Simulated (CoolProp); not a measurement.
Properties of CH2F2 (R32) along the isobar 0.101 MPa.

Values from CoolProp's reference Helmholtz-energy equation of state, Tillner-Roth 1997.

```json
[
 {"T (°C)": "-92.75", "phase": "liquid", "cp (kJ/(kg K))": "1.558", "expansivity (1/kK)": "1.907"},
 {"T (°C)": "-73.95", "phase": "liquid", "cp (kJ/(kg K))": "1.563", "expansivity (1/kK)": "2.051"},
 {"T (°C)": "-55.05", "phase": "liquid", "cp (kJ/(kg K))": "1.582", "expansivity (1/kK)": "2.243"},
 {"T (°C)": "-36.15", "phase": "gas", "cp (kJ/(kg K))": "0.8282", "expansivity (1/kK)": "4.801"},
 {"T (°C)": "-17.35", "phase": "gas", "cp (kJ/(kg K))": "0.8187", "expansivity (1/kK)": "4.271"},
 {"T (°C)": "1.55", "phase": "gas", "cp (kJ/(kg K))": "0.8263", "expansivity (1/kK)": "3.881"},
 {"T (°C)": "20.45", "phase": "gas", "cp (kJ/(kg K))": "0.8427", "expansivity (1/kK)": "3.575"},
 {"T (°C)": "39.25", "phase": "gas", "cp (kJ/(kg K))": "0.8643", "expansivity (1/kK)": "3.324"},
 {"T (°C)": "58.15", "phase": "gas", "cp (kJ/(kg K))": "0.8893", "expansivity (1/kK)": "3.111"},
 {"T (°C)": "77.05", "phase": "gas", "cp (kJ/(kg K))": "0.9165", "expansivity (1/kK)": "2.927"},
 {"T (°C)": "95.95", "phase": "gas", "cp (kJ/(kg K))": "0.9450", "expansivity (1/kK)": "2.765"},
 {"T (°C)": "114.75", "phase": "gas", "cp (kJ/(kg K))": "0.9740", "expansivity (1/kK)": "2.623"},
 {"T (°C)": "133.65", "phase": "gas", "cp (kJ/(kg K))": "1.004", "expansivity (1/kK)": "2.495"},
 {"T (°C)": "152.55", "phase": "gas", "cp (kJ/(kg K))": "1.033", "expansivity (1/kK)": "2.379"}
]
```
